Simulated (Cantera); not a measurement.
Feed: 1 mol CuO, 14 mol CO, 0.72 mol CH₄, at 1 atm.

Cantera equilibrium calculation (NASA polynomials, part measured and part estimated; ideal gas, pure solids and liquids). Candidate condensed phases: C, C₆H₆, C₇H₈, C₈H₁₈, Cu, CuO, Cu(OH)₂, Cu₂O, H₂O; 113 gas species. Rates play no part.

Problem. At 1475 K, list the 4 most abundant gas species with their mole fractions, and the condensed phases.

Solution. CO 0.897, H₂ 0.0858, CO₂ 0.0140, H₂O 0.00333. Condensed: Cu(l).
